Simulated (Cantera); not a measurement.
Predominance diagram of Mg at 900 K against the partial pressures of O2 and Br2 (log10, bar). Standard-state values (1 bar) from the NASA 1993 polynomials, evaluated with Cantera. Candidates: Mg(s), MgBr2(s), MgO(s). Only these pure phases compete in this equilibrium. Not in the tables: oxide halides.

**Question.** Which phase is stable at these pairs, and which metal-bearing vapour leads over it? (-37.7, 0); (-20.6, -1.8); (0, -20.3); (-3.4, -24); (-3.4, -20.3); (0, -9.2); (-10.3, -14.8)

**Answer.** 
```csv
log p(O2),log p(Br2),phase,chief vapour,log p (bar)
-37.7,0,MgBr2(s),MgBr2,-3.6
-20.6,-1.8,MgBr2(s),MgBr2,-3.6
0,-20.3,MgO(s),MgO,-28.7
-3.4,-24,MgO(s),MgO,-28.7
-3.4,-20.3,MgO(s),MgBr2,-27.4
0,-9.2,MgO(s),MgBr2,-18.0
-10.3,-14.8,MgO(s),MgBr2,-18.4
```
